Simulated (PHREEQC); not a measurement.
A solution holds 0.037 mol/kgw KOH, 0.22 mol/kgw NaAlO2 and 0.24 mol/kgw K2CO3, at 20 °C. Closed to the air; pH follows from the charge balance.

The numbers come from PHREEQC with the ion-association model, wateq4f.dat.

Each row changes one thing in this solution. This is a speciation only: nothing precipitates in the calculation.

```json
[
 {"case": "as made", "pH": "12.52", "ionic strength (mol/kgw)": "0.829", "CO3-2 (mol/kgw)": "0.166", "Na+ (mol/kgw)": "0.146", "NaCO3- (mol/kgw)": "0.0736", "HCO3- (mol/kgw)": "0.000349", "SI of Boehmite (AlOOH)": "+0.90", "SI of Al(OH)3(a) (Al(OH)3)": "-1.31"},
 {"case": "KOH left out", "pH": "11.52", "ionic strength (mol/kgw)": "?", "CO3-2 (mol/kgw)": "0.163", "Na+ (mol/kgw)": "0.147", "NaCO3- (mol/kgw)": "0.0732", "HCO3- (mol/kgw)": "0.00353", "SI of Boehmite (AlOOH)": "+1.91", "SI of Al(OH)3(a) (Al(OH)3)": "-0.30"},
 {"case": "K2CO3 replaced by Na2CO3 at the same molality", "pH": "12.53", "ionic strength (mol/kgw)": "0.672", "CO3-2 (mol/kgw)": "0.0876", "Na+ (mol/kgw)": "0.548", "NaCO3- (mol/kgw)": "0.152", "HCO3- (mol/kgw)": "0.000189", "SI of Boehmite (AlOOH)": "+0.90", "SI of Al(OH)3(a) (Al(OH)3)": "-1.31"},
 {"case": "diluted 5-fold with water", "pH": "?", "ionic strength (mol/kgw)": "0.181", "CO3-2 (mol/kgw)": "0.0406", "Na+ (mol/kgw)": "0.0370", "NaCO3- (mol/kgw)": "0.00696", "HCO3- (mol/kgw)": "0.000492", "SI of Boehmite (AlOOH)": "+0.85", "SI of Al(OH)3(a) (Al(OH)3)": "-1.35"},
 {"case": "K2CO3 from 0.24 to 0.48 mol/kgw", "pH": "?", "ionic strength (mol/kgw)": "1.47", "CO3-2 (mol/kgw)": "0.368", "Na+ (mol/kgw)": "0.108", "NaCO3- (mol/kgw)": "0.112", "HCO3- (mol/kgw)": "0.000714", "SI of Boehmite (AlOOH)": "+0.91", "SI of Al(OH)3(a) (Al(OH)3)": "-1.30"},
 {"case": "KOH from 0.037 to 0.0407 mol/kgw", "pH": "?", "ionic strength (mol/kgw)": "0.833", "CO3-2 (mol/kgw)": "0.166", "Na+ (mol/kgw)": "0.146", "NaCO3- (mol/kgw)": "0.0736", "HCO3- (mol/kgw)": "0.000318", "SI of Boehmite (AlOOH)": "+0.86", "SI of Al(OH)3(a) (Al(OH)3)": "-1.35"},
 {"case": "0.0085 mol/kgw KCl added", "pH": "12.52", "ionic strength (mol/kgw)": "0.838", "CO3-2 (mol/kgw)": "0.166", "Na+ (mol/kgw)": "0.146", "NaCO3- (mol/kgw)": "0.0736", "HCO3- (mol/kgw)": "0.000349", "SI of Boehmite (AlOOH)": "+0.90", "SI of Al(OH)3(a) (Al(OH)3)": "-1.31"}
]
```

Q: Complete the blanks.

A: 
- KOH left out, ionic strength (mol/kgw): 0.790
- diluted 5-fold with water, pH: 11.92
- K2CO3 from 0.24 to 0.48 mol/kgw, pH: 12.50
- KOH from 0.037 to 0.0407 mol/kgw, pH: 12.56

The ionic strength passes 0.7 mol/kgw, the rough limit of the ion-association models, in as made; KOH left out; K2CO3 from 0.24 to 0.48 mol/kgw; KOH from 0.037 to 0.0407 mol/kgw; 0.0085 mol/kgw KCl added. Some of these states are supersaturated (in Boehmite (slow to form), Gibbsite (slow to form), for instance).
